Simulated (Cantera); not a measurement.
Source: NASA polynomial tables (part measured, part estimated), evaluated in Cantera. Values are per mole of reaction as written; species without (g) are pure solids or liquids, kept so even where they would boil at 1 bar.

Task: Between 473 and 823 K, where is each reaction favourable under standard conditions?
- 2 CO₂(g) + Mg(g) = CO(g) + MgCO₃

Result: 
- 2 CO₂(g) + Mg(g) = CO(g) + MgCO₃: ΔG° is -435 kJ at 473 K and -330 kJ at 823 K; it stays negative (K > 1). ΔH° is -571 kJ and ΔS° -292 J/K at 823 K.
